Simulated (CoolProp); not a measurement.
Tetradecamethylhexasiloxane (MD4M) along the isotherm 346.85 °C: fugacity coefficient from the reference equation and from simpler models built on Tc = 380.0 °C, pc = 0.8286 MPa, ω = 0.800; each cubic takes its own stable root.

Model: reference Helmholtz-energy equation of state, Thol 2019, in CoolProp.

```json
[
 {"p (MPa)": "0.0518", "phase": "gas", "reference": "0.9696"},
 {"p (MPa)": "0.104", "phase": "gas", "reference": "0.9393"},
 {"p (MPa)": "0.155", "phase": "gas", "reference": "0.9099"},
 {"p (MPa)": "0.207", "phase": "gas", "reference": "0.8802"},
 {"p (MPa)": "0.259", "phase": "gas", "reference": "0.8507"},
 {"p (MPa)": "0.311", "phase": "gas", "reference": "0.8214"},
 {"p (MPa)": "0.362", "phase": "gas", "reference": "0.7927"},
 {"p (MPa)": "0.414", "phase": "gas", "reference": "0.7634"}
]
```

Q: How far does each simpler model (Redlich-Kwong, Soave-Redlich-Kwong, Peng-Robinson) lie from the reference over these 8 states: mean and median of the absolute difference, and the worst?

A: 
- Redlich-Kwong: mean 3.0 %, median 2.9 %, worst +5.7 % at 346.85 °C and 0.414 MPa
- Soave-Redlich-Kwong: mean 2.0 %, median 2.0 %, worst +3.8 % at 346.85 °C and 0.414 MPa
- Peng-Robinson: mean 0.9 %, median 0.9 %, worst +1.8 % at 346.85 °C and 0.414 MPa
